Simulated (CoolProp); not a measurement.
Vapour-liquid equilibrium of dimethyl ether (1) + n-pentane (2) at 39.55 °C; x and y are mole fractions of (1).

Values from CoolProp's multi-fluid Helmholtz-energy mixture model, Wu 2011 and Thol 2019; pair parameters Bell 2016.

### Question
Give the bubble pressure and the first vapour's composition at x = 0.425, 0.65, 0.95. Is there an azeotrope?

### Answer
x = 0.425: 0.4814 MPa, y = 0.857; x = 0.65: 0.6594 MPa, y = 0.926; x = 0.95: 0.8440 MPa, y = 0.986. No azeotrope shows between x = 0.05 and 0.95.

The pair parameters rest on a limited set of measurements; away from them the model extrapolates. The gap from Raoult's law changes sign with composition, which may be real or a fault of the pair parameters; it wasn't checked against measurements.
